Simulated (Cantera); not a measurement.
An adiabatic, constant-volume homogeneous reactor starts with CO : H2 : O2 : N2 : CO2 = 1 : 0.032 : 1.15 : 8.94 : 3.2 (molar parts), equivalence ratio 0.45, at 1775 K and 1.00 atm. Integrator tolerance rtol = 1e-08.

Model: GRI-Mech 3.0 (53 species, 325 reactions), integrated in Cantera.

Problem. What does this change do: pressure from 1.00 atm to 26.6 atm?

Solution. 
```tsv
quantity	before	after
time of steepest temperature rise	0.185 ms	3.72 µs
temperature at 0.200 s	2251 K	2306 K
equilibrium temperature	2249 K	2306 K
x(CO) at 0.200 s	0.0102 (gas-phase equilibrium 0.0101)	0.00300 (gas-phase equilibrium 0.00300)
x(H2) at 0.200 s	1.29e-5 (gas-phase equilibrium 1.28e-5)	3.83e-6 (gas-phase equilibrium 3.83e-6)
x(O2) at 0.200 s	0.0479 (gas-phase equilibrium 0.0472)	0.0439 (gas-phase equilibrium 0.0439)
x(O) at 0.200 s	0.000735 (gas-phase equilibrium 0.000718)	0.000187 (gas-phase equilibrium 0.000187)
x(NO) at 0.200 s	0.00467 (gas-phase equilibrium 0.00604)	0.00659 (gas-phase equilibrium 0.00659)
```
The hydrogen kinetics of GRI-Mech 3.0 are dated; newer H2 mechanisms differ, most at raised pressure. The pressure lies above the range GRI-Mech 3.0 was tuned for (to about 10 atm).

Problem. What does this change do: 0.082 parts H2O added?

Solution. 
| quantity | before | after |
|---|---|---|
| time of steepest temperature rise | 0.185 ms | 0.141 ms |
| temperature at 0.200 s | 2251 K | 2247 K |
| equilibrium temperature | 2249 K | 2245 K |
| x(CO) at 0.200 s | 0.0102 (gas-phase equilibrium 0.0101) | 0.00997 (gas-phase equilibrium 0.00987) |
| x(H2) at 0.200 s | 1.29e-5 (gas-phase equilibrium 1.28e-5) | 4.77e-5 (gas-phase equilibrium 4.73e-5) |
| x(O2) at 0.200 s | 0.0479 (gas-phase equilibrium 0.0472) | 0.0475 (gas-phase equilibrium 0.0468) |
| x(O) at 0.200 s | 0.000735 (gas-phase equilibrium 0.000718) | 0.000714 (gas-phase equilibrium 0.000697) |
| x(NO) at 0.200 s | 0.00467 (gas-phase equilibrium 0.00604) | 0.00451 (gas-phase equilibrium 0.00594) |
